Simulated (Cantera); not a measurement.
## Cu + CO2 + N2 (metals in furnace atmospheres)

Feed: 1 mol Cu, 2.9 mol CO2, 20 mol N2, equilibrated at 1848.15 K and 0.450 bar.

These are equilibrium values from Cantera (NASA tables, ideal gas, pure condensed phases), not measurements of a reactor. Candidate condensed phases: C, Cu, CuO, Cu2O; 27 gas species. Kinetics and transport are ignored.

```json
{
  "x(N2)": "0.870",
  "x(CO2)": "0.124",
  "x(CO)": "0.00209",
  "x(Cu)": "0.00207",
  "x(O2)": "0.000874",
  "x(NO)": "0.000331",
  "x(O)": "8.36e-6",
  "x(CuO)": "5.14e-6",
  "x(Cu2)": "4.85e-6",
  "n(Cu(l))": "0.952 mol",
  "gas_amount": "22.97 mol",
  "log10 activity of C(graphite) (absent)": "-9.05"
}
```
